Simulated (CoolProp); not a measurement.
C3F8 (R218) at 293.15 K and 1.24 MPa flows at 0.12 m/s in a round tube of 6 mm bore and 45 µm roughness, fully developed (64/Re and Nu = 3.66 if laminar; Colebrook and Gnielinski if turbulent). Each further row changes one setting.

Values from CoolProp's reference Helmholtz-energy equation of state, Lemmon 2006. It is a short technical equation, of lower accuracy than the large ones.

```json
[
 {"case": "as stated", "Reynolds number": "5310", "Darcy friction factor": "0.0445", "pressure drop (Pa/m)": "72.6", "heat-transfer coefficient (W/(m² K))": "320", "mass flow (kg/h)": "16.6"},
 {"case": "velocity 0.24 m/s", "Reynolds number": "10600", "Darcy friction factor": "0.0402", "pressure drop (Pa/m)": "262", "heat-transfer coefficient (W/(m² K))": "666", "mass flow (kg/h)": "33.2"},
 {"case": "diameter 12 mm", "Reynolds number": "10600", "Darcy friction factor": "0.0357", "pressure drop (Pa/m)": "29.1", "heat-transfer coefficient (W/(m² K))": "307", "mass flow (kg/h)": "66.4"}
]
```

Viscosity comes from a separate model (Huber 2003), an estimate that may be off by 10 % or more. Thermal conductivity comes from a separate model (Huber 2003), an estimate that may be off by 10 % or more.
